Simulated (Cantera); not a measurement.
A closed system holds: 1 mol B2O3, 0.84 mol NH3, equilibrated at 1400 K and 79.0 Pa.

Method: chemical equilibrium by Gibbs-energy minimisation in Cantera with the NASA 1993 tables (ideal gas, pure condensed phases). Candidate condensed phases: B, BN, B2O3, B3O3H3, H2O; 39 gas species. Mutual solubility and eutectic melting of coexisting phases are not modelled. Kinetics and transport are ignored.

Base state: H2 0.739, N2 0.248, HBO2 0.00621, HBO 0.00369, B2O3 0.00304, H2O 0.000349, B2O2 0.000184, H 0.000149 (mole fractions); condensed: BN(s) + B2O3(l).

**Question.** What changes in the equilibrium state with this change: temperature from 1400 K to 875 K?

**Answer.** 
```json
[
 {"species": "H2", "before": "0.739", "after": "0.750"},
 {"species": "N2", "before": "0.248", "after": "0.250"},
 {"species": "H2O", "before": "0.000349", "after": "0.000439"},
 {"species": "HBO2", "before": "0.00621", "after": "9.59e-7"},
 {"species": "HBO", "before": "0.00369", "after": "1.09e-9"},
 {"species": "B2O3", "before": "0.00304", "after": "<1e-9"},
 {"species": "B2O2", "before": "0.000184", "after": "<1e-9"},
 {"species": "H", "before": "0.000149", "after": "1.55e-9"},
 {"species": "BO", "before": "2.26e-5", "after": "<1e-9"},
 {"species": "BN(s), mol", "before": "0.00160", "after": "0.000492"},
 {"species": "B2O3(l), mol", "before": "0.985", "after": "1.000"}
]
```

**Question.** What changes in the equilibrium state with this change: pressure from 79.0 Pa to 0.100 bar?

**Answer.** 
```json
[
 {"species": "H2", "before": "0.739", "after": "0.748"},
 {"species": "N2", "before": "0.248", "after": "0.249"},
 {"species": "H2O", "before": "0.000349", "after": "0.00178"},
 {"species": "HBO2", "before": "0.00621", "after": "0.00125"},
 {"species": "HBO", "before": "0.00369", "after": "0.000147"},
 {"species": "B2O2", "before": "0.000184", "after": "2.88e-7"},
 {"species": "BO", "before": "2.26e-5", "after": "7.95e-8"},
 {"species": "BN(s), mol", "before": "0.00160", "after": "0.00261"},
 {"species": "B2O3(l), mol", "before": "0.985", "after": "0.997"}
]
```
Gases not in the tables: H3BO3.

**Question.** What changes in the equilibrium state with this change: temperature from 1400 K to 2273 K?

**Answer.** 
```csv
species,before,after
H2,0.739,0.229
BO,2.26e-5,0.156
B2O3,0.00304,0.148
BO2,3.10e-8,0.0152
H,0.000149,0.143
H2O,0.000349,0.0175
HBO2,0.00621,0.130
HBO,0.00369,0.0218
N2,0.248,0.132
OH,1.40e-9,0.00170
O,<1e-9,0.000727
"BN(s), mol",0.00160,0
"B2O3(l), mol",0.985,0
```
